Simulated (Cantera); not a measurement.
Feed: 1 mol C3H8, 0.52 mol O2, 7.3 mol N2, equilibrated at 1148.15 K and 26.0 mbar.

Method: chemical equilibrium by Gibbs-energy minimisation in Cantera with the NASA 1993 tables (ideal gas, pure condensed phases). Candidate condensed phases: C, C6H6, C7H8, C8H18, H2O; 136 gas species. Kinetics and transport are ignored.

What is the equilibrium state?


```
Quantity           Result
--------------  ---------
x(N2)               0.592
x(H2)               0.324
x(CO)              0.0842
x(CH4)            6.49e-5
x(H2O)            3.41e-5
x(HCN)            1.79e-5
x(CO2)            7.49e-6
n(C(graphite))   1.96 mol
gas amount      12.34 mol
```
